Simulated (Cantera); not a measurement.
An isothermal, constant-pressure homogeneous reactor starts with 1.09 % C3H8, 98.9 % H2, at 1200 K and 0.000306 atm.

Cantera simulation using GRI-Mech 3.0 (53 species, 325 reactions); the numbers are that mechanism's predictions, not measurements. GRI-Mech 3.0 was tuned for natural gas; its chemistry of propane as a main component is partial and can be far from experiment. GRI-Mech 3.0 stops at C3 and has no aromatics, soot or wall deposition, so with more carbon than oxygen in the feed, carbon stays in small species such as C2H2 where larger ones or solid carbon would form. Radical loss at walls, strong at low pressure, is not modelled.

One state of this run: x C3H8 = 3.64e-9; x H2 = 0.978; x H = 6.31e-5; x C2H6 = 3.99e-7; x C2H4 = 0.00815; x C2H = 2.73e-11; x C2H2 = 0.00233. x: mole fraction; the columns are a selection and need not sum to one.

**Question.** Which value of t (s) does it belong to?
A. 1.00e-5
B. 100
C. 1.23
D. 5.34

**Answer.** D, 5.34
